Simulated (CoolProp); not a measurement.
Saturated liquid density (kg/m³) of R125: the reference equation beside estimates from Tc = 66.0 °C, pc = 3618 kPa, ω = 0.305. Rackett uses Z = 0.29056 − 0.08775 ω.

Values from CoolProp's reference Helmholtz-energy equation of state, Lemmon 2005.

```json
[
 {"T (°C)": "-63.35", "reference": "1567", "Rackett": "1606", "van der Waals": "937.1", "Redlich-Kwong": "1376", "Soave-Redlich-Kwong": "1432", "Peng-Robinson": "1616"},
 {"T (°C)": "-55.95", "reference": "1542", "Rackett": "1579", "van der Waals": "922.3", "Redlich-Kwong": "1351", "Soave-Redlich-Kwong": "1408", "Peng-Robinson": "1591"},
 {"T (°C)": "-48.55", "reference": "1515", "Rackett": "1551", "van der Waals": "906.9", "Redlich-Kwong": "1324", "Soave-Redlich-Kwong": "1384", "Peng-Robinson": "1564"},
 {"T (°C)": "-41.25", "reference": "1489", "Rackett": "1523", "van der Waals": "891.3", "Redlich-Kwong": "1296", "Soave-Redlich-Kwong": "1358", "Peng-Robinson": "1536"},
 {"T (°C)": "-33.85", "reference": "1461", "Rackett": "1494", "van der Waals": "874.7", "Redlich-Kwong": "1267", "Soave-Redlich-Kwong": "1330", "Peng-Robinson": "1506"},
 {"T (°C)": "-26.45", "reference": "1432", "Rackett": "1464", "van der Waals": "857.4", "Redlich-Kwong": "1236", "Soave-Redlich-Kwong": "1301", "Peng-Robinson": "1474"},
 {"T (°C)": "-19.05", "reference": "1403", "Rackett": "1433", "van der Waals": "839.4", "Redlich-Kwong": "1204", "Soave-Redlich-Kwong": "1270", "Peng-Robinson": "1439"},
 {"T (°C)": "-11.65", "reference": "1372", "Rackett": "1400", "van der Waals": "820.4", "Redlich-Kwong": "1170", "Soave-Redlich-Kwong": "1236", "Peng-Robinson": "1402"},
 {"T (°C)": "-4.25", "reference": "1339", "Rackett": "1366", "van der Waals": "800.5", "Redlich-Kwong": "1134", "Soave-Redlich-Kwong": "1201", "Peng-Robinson": "1362"},
 {"T (°C)": "3.15", "reference": "1305", "Rackett": "1330", "van der Waals": "779.4", "Redlich-Kwong": "1096", "Soave-Redlich-Kwong": "1162", "Peng-Robinson": "1319"},
 {"T (°C)": "10.55", "reference": "1269", "Rackett": "1292", "van der Waals": "756.9", "Redlich-Kwong": "1055", "Soave-Redlich-Kwong": "1121", "Peng-Robinson": "1272"},
 {"T (°C)": "17.85", "reference": "1230", "Rackett": "1252", "van der Waals": "733.1", "Redlich-Kwong": "1012", "Soave-Redlich-Kwong": "1076", "Peng-Robinson": "1221"},
 {"T (°C)": "25.25", "reference": "1188", "Rackett": "1208", "van der Waals": "707.0", "Redlich-Kwong": "965.5", "Soave-Redlich-Kwong": "1026", "Peng-Robinson": "1164"}
]
```

Absolute difference from the reference over all 13 rows, mean and median: Rackett 2.1 and 2.1 %, van der Waals 40.2 and 40.2 %, Redlich-Kwong 14.7 and 14.2 %, Soave-Redlich-Kwong 10.1 and 9.5 %, Peng-Robinson 2.2 and 2.6 %.
